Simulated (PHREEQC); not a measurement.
PHREEQC input (ion-association model, wateq4f.dat):

```
SOLUTION_MASTER_SPECIES
  An  An-  0  An  62.0  # stands for a non-complexing anion
SOLUTION_SPECIES
  An- = An-
    -log_k 0
    -gamma 3.0 0
PHASES
  Fix_H+
    H+ = H+
    -log_k 0
SOLUTION 1
  temp 25
  units mmol/kgw
  pH 7 charge
  Na 50
  An 50
END
SELECTED_OUTPUT 1
  -reset false
  -pH true
  -pe true
  -ionic_strength true
  -water true
  -totals Na
  -molalities Hfo_wOH Hfo_wOH2+ Hfo_wO- Hfo_sOH Hfo_sOH2+ Hfo_sO-
USER_PUNCH 1
  -headings sigma psi
  10 PUNCH EDL("sigma", "Hfo"), EDL("psi", "Hfo")
PRINT
  -reset false
USE solution 1
SURFACE 1
  Hfo_wOH 0.000808989 600 0.36
  Hfo_sOH 2.02247e-05
EQUILIBRIUM_PHASES 1
  Fix_H+ -3 HAn 10
    -force_equality true
  O2(g) -0.68 10
END
# ... the last block is repeated for the other 12 points of pH, with NaOH or the acid as the point needs
```

Selected output (columns that matter, 13 of 13 rows; pH added in front):

```
pH	mu	Na	m_Hfo_wOH	m_Hfo_wOH2+	m_Hfo_wO-	m_Hfo_sOH	m_Hfo_sOH2+	m_Hfo_sO-	sigma	psi
3	0.051573	0.05	2.8847e-05	0.00078012	2.4436e-08	7.2116e-07	1.9503e-05	6.109e-10	0.3572	0.16906
3.67	0.050612	0.05	0.0001021	0.00070655	3.3803e-07	2.5526e-06	1.7664e-05	8.4507e-09	0.32337	0.16445
4.33	0.050344	0.05	0.00024032	0.00056633	2.3361e-06	6.0079e-06	1.4158e-05	5.8403e-08	0.25825	0.15308
5	0.050214	0.05	0.00039622	0.00040387	8.9049e-06	9.9054e-06	1.0097e-05	2.2262e-07	0.18085	0.13498
5.67	0.050131	0.05	0.00051384	0.00027299	2.2156e-05	1.2846e-05	6.8248e-06	5.5391e-07	0.11486	0.11208
6.33	0.050076	0.05	0.00058013	0.00018781	4.1052e-05	1.4503e-05	4.6952e-06	1.0263e-06	0.067199	0.085765
7	0.050038	0.05	0.00060984	0.00013694	6.2217e-05	1.5246e-05	3.4234e-06	1.5554e-06	0.034214	0.055529
7.67	0.050013	0.05	0.00061964	0.00010762	8.1729e-05	1.5491e-05	2.6905e-06	2.0432e-06	0.011856	0.022493
8.33	0.050009	0.050016	0.00062068	8.7816e-05	0.0001005	1.5517e-05	2.1954e-06	2.5124e-06	-0.0058068	-0.011282
9	0.050041	0.05007	0.00061451	6.8866e-05	0.00012562	1.5363e-05	1.7217e-06	3.1404e-06	-0.025986	-0.044928
9.67	0.050119	0.05018	0.00059311	4.8006e-05	0.00016787	1.4828e-05	1.2002e-06	4.1968e-06	-0.054886	-0.076203
10.33	0.050372	0.050481	0.00054083	2.7889e-05	0.00024026	1.3521e-05	6.9723e-07	6.0066e-06	-0.097246	-0.10366
11	0.051411	0.051589	0.00043848	1.2296e-05	0.00035821	1.0962e-05	3.0739e-07	8.9553e-06	-0.1584	-0.12765
```

Species that the database lacks are ignored. The oxide is taken as insoluble; below pH 4 it would dissolve.
